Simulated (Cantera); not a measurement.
A freely propagating, adiabatic, planar premixed flame of CH3OH : O2 : N2 : CO2 = 1 : 1.7 : 6.41 : 0.72 (molar parts), equivalence ratio 0.88, unburnt at 300 K and 100000 Pa; mixture-averaged transport, grid criteria slope 0.08 and curve 0.16, no radiation.

Cantera simulation using GRI-Mech 3.0 (53 species, 325 reactions); the numbers are that mechanism's predictions, not measurements. GRI-Mech 3.0 was tuned for natural gas; its chemistry of methanol as a main component is partial and can be far from experiment. Burning velocities carry a grid error of a few per cent, more on coarse grids.

Question: How do the results move with these cheaper or finer settings: unity-Lewis-number transport; multicomponent transport; multicomponent+Soret transport; grid criteria slope 0.5, curve 1; grid criteria slope 0.25, curve 0.5; grid criteria slope 0.03, curve 0.06?

Answer: 
```tsv
setting	laminar burning velocity	thermal thickness	peak x(CH2)	peak x(CH3)	grid points
as above	20.7 cm/s	0.587 mm	1.32e-6	2.77e-5	129
unity-Lewis-number transport	18.3 cm/s	0.640 mm	2.16e-6	3.72e-5	119
multicomponent transport	20.9 cm/s	0.595 mm	1.33e-6	2.80e-5	130
multicomponent+Soret transport	20.3 cm/s	0.605 mm	1.27e-6	2.67e-5	135
grid criteria slope 0.5, curve 1	23.9 cm/s	0.627 mm	1.37e-6	2.80e-5	32
grid criteria slope 0.25, curve 0.5	21.7 cm/s	0.603 mm	1.29e-6	2.75e-5	51
grid criteria slope 0.03, curve 0.06	20.2 cm/s	0.587 mm	1.30e-6	2.73e-5	293
```
The base run took around 18 core-seconds (rough).
Unity Lewis numbers drop preferential diffusion, which matters most where H2 and H carry the flame; Soret adds thermal diffusion.
